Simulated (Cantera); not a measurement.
Charge: 1 mol Al, a varied amount of Br2, 3.3 mol N2, at 1498.15 K and 0.0100 bar.

Equilibrium computed with Cantera from the NASA thermochemical tables; the gas is ideal and each condensed phase is pure. Candidate condensed phases: Al, AlBr3, AlN, Br2; 10 gas species. Kinetics and transport are ignored.

### Question
What share of the Al ends up in condensed phases as a function of n(Br2) (mol), at 0.24, 0.29, 0.36, 0.43, 0.53, 0.64, 0.78, 0.95, 1.1, 1.4, 1.7?

### Answer
```json
[
 {"n(Br2) (mol)": "0.24", "Al condensed (%)": "83.4", "as": "AlN(s)"},
 {"n(Br2) (mol)": "0.29", "Al condensed (%)": "80.0", "as": "AlN(s)"},
 {"n(Br2) (mol)": "0.36", "Al condensed (%)": "75.3", "as": "AlN(s)"},
 {"n(Br2) (mol)": "0.43", "Al condensed (%)": "70.6", "as": "AlN(s)"},
 {"n(Br2) (mol)": "0.53", "Al condensed (%)": "63.8", "as": "AlN(s)"},
 {"n(Br2) (mol)": "0.64", "Al condensed (%)": "56.4", "as": "AlN(s)"},
 {"n(Br2) (mol)": "0.78", "Al condensed (%)": "47.0", "as": "AlN(s)"},
 {"n(Br2) (mol)": "0.95", "Al condensed (%)": "35.5", "as": "AlN(s)"},
 {"n(Br2) (mol)": "1.1", "Al condensed (%)": "25.4", "as": "AlN(s)"},
 {"n(Br2) (mol)": "1.4", "Al condensed (%)": "5.2", "as": "AlN(s)"},
 {"n(Br2) (mol)": "1.7", "Al condensed (%)": "0.0", "as": "-"}
]
```
